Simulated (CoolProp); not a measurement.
Saturation properties of R113 (Tc = 487.2 K, pc = 3392 kPa, ω = 0.253).

The numbers come from the reference Helmholtz-energy equation of state, Marx 1992 in CoolProp.

| T (K) | p (kPa) | liquid density (kg/m³) | enthalpy of vaporisation (kJ/kg) | vapour Z | surface tension (mN/m) |
|---|---|---|---|---|---|
| 339.2 | 179.8 | 1461 | 138.2 | 0.9379 | 12.7 |
| 344.2 | 207.4 | 1448 | 136.4 | 0.9312 | 12.2 |
| 349.3 | 238.9 | 1435 | 134.6 | 0.9239 | 11.6 |
| 354.3 | 273.2 | 1421 | 132.8 | 0.9163 | 11.1 |
| 359.3 | 311.0 | 1408 | 130.9 | 0.9082 | 10.6 |
| 364.4 | 353.6 | 1394 | 128.9 | 0.8994 | 10.1 |
| 369.4 | 399.4 | 1379 | 126.9 | 0.8903 | 9.56 |
| 374.5 | 450.7 | 1365 | 124.9 | 0.8805 | 9.05 |
| 379.5 | 505.5 | 1350 | 122.7 | 0.8703 | 8.56 |
| 384.5 | 565.2 | 1335 | 120.6 | 0.8596 | 8.07 |
| 389.6 | 631.4 | 1319 | 118.3 | 0.8481 | 7.57 |
| 394.6 | 701.7 | 1303 | 115.9 | 0.8362 | 7.10 |
| 399.6 | 777.7 | 1287 | 113.5 | 0.8237 | 6.62 |
| 404.7 | 861.2 | 1270 | 110.9 | 0.8102 | 6.15 |

It boils at 320.7 K under 1 atm.

Surface tension comes from a separate correlation (Mulero 2012).
